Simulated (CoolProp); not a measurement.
R124 at several states: fugacity coefficient from the reference equation and from simpler models built on Tc = 395.4 K, pc = 3.624 MPa, ω = 0.288; each cubic takes its own stable root.

Values from CoolProp's reference Helmholtz-energy equation of state, de Vries 1995.

| T (K) | p (MPa) | phase | reference |
|---|---|---|---|
| 420.7 | 18.8 | supercritical | 0.3066 |
| 290.8 | 0.0506 | gas | 0.9861 |
| 181 | 3.39 | liquid | 0.0001925 |
| 339.6 | 1.13 | gas | 0.8190 |
| 298.4 | 0.204 | gas | 0.9488 |

### Question
How far does each simpler model (van der Waals, Redlich-Kwong, Soave-Redlich-Kwong, Peng-Robinson) lie from the reference over these 5 states: mean and median of the absolute difference, and the worst?

### Answer
- van der Waals: mean 2157.9 %, median 5.9 %, worst +10762.3 % at 181 K and 3.39 MPa
- Redlich-Kwong: mean 64.1 %, median 2.4 %, worst +313.1 % at 181 K and 3.39 MPa
- Soave-Redlich-Kwong: mean 2.9 %, median 1.1 %, worst +9.9 % at 420.7 K and 18.8 MPa
- Peng-Robinson: mean 3.0 %, median 0.3 %, worst +13.5 % at 181 K and 3.39 MPa
